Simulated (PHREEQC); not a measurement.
A solution holds 0.15 mol/kgw H2SO4 and 0.00079 mol/kgw CuCl2, at 35 °C. Closed to the air; pH follows from the charge balance.

The numbers come from PHREEQC with the ion-association model, phreeqc.dat.

Q: The ionic strength comes out as 0.192 mol/kgw. What activity coefficients do Cu+2, SO4-2, HSO4-, H+, Cl- get?

A: Cu+2 0.33, SO4-2 0.29, HSO4- 0.74, H+ 0.80, Cl- 0.71.

Precipitation was switched off in this run. Species that the database lacks are ignored.
